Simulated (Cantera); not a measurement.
Charge: 1 mol Ti(OiPr)4, 150 mol H2, 1 mol CH4, at 250 Pa.

These are equilibrium values from Cantera (NASA tables, ideal gas, pure condensed phases), not measurements of a reactor. Candidate condensed phases: C, C6H6, C7H8, C8H18, H2O, Ti, TiC, TiO, TiO2, Ti2O3, Ti3O5, Ti4O7; 113 gas species. The feed counts by its element totals alone. TiC: taken at fixed stoichiometry. Kinetics and transport are ignored. All values below are at 875 °C.

Base state: H2 0.976, CO 0.0235, CH4 5.67e-5 (mole fractions); condensed: C(graphite) + TiC(s).

What changes in the equilibrium state with this change: pressure from 250 Pa to 100000 Pa?


| species | before | after |
|---|---|---|
| H2 | 0.976 | 0.965 |
| CH4 | 5.67e-5 | 0.0222 |
| CO | 0.0235 | 0.0121 |
| H2O | 2.76e-6 | 0.000559 |
| C(graphite), mol | 7.99 | 7.37 |
| TiC(s), mol | 1.00 | 0 |
| TiO2(rutile), mol | 0 | 0.699 |
| Ti4O7(s), mol | 0 | 0.0753 |
Mutual solubility and eutectic melting of coexisting phases are not modelled. Condensed phases not in the tables: Magnéli phases beyond Ti4O7.
